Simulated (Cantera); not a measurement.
Input: 1 mol MgO, 3 mol SO₃, 0.15 mol CO₂, equilibrated at 1350 °C and 0.220 bar.

Method: chemical equilibrium by Gibbs-energy minimisation in Cantera with the NASA 1993 tables (ideal gas, pure condensed phases). Candidate condensed phases: C, Mg, MgCO₃, MgO, MgS, MgSO₄, S; 26 gas species. The numbers say what is thermodynamically allowed, not how fast it happens.

Base state: SO₂ 0.643, O₂ 0.321, CO₂ 0.0323, SO₃ 0.00358, O 2.30e-5 (mole fractions); condensed: MgO(s).

Task: What changes in the equilibrium state with this change: temperature from 1350 °C to 452 °C?

Result: 
```
species         before   after
-------------  -------  ------
SO₃            0.00358   0.838
CO₂             0.0323  0.0676
SO₂              0.643  0.0631
O₂               0.321  0.0315
O              2.30e-5   <1e-9
MgO(s), mol       1.00       0
MgSO₄(s), mol        0    1.00
```

Task: What changes in the equilibrium state with this change: temperature from 1350 °C to 702 °C?

Result: 
```
species         before   after
-------------  -------  ------
SO₂              0.643   0.462
SO₃            0.00358   0.254
O₂               0.321   0.231
CO₂             0.0323  0.0537
O              2.30e-5   <1e-9
MgO(s), mol       1.00       0
MgSO₄(s), mol        0    1.00
```
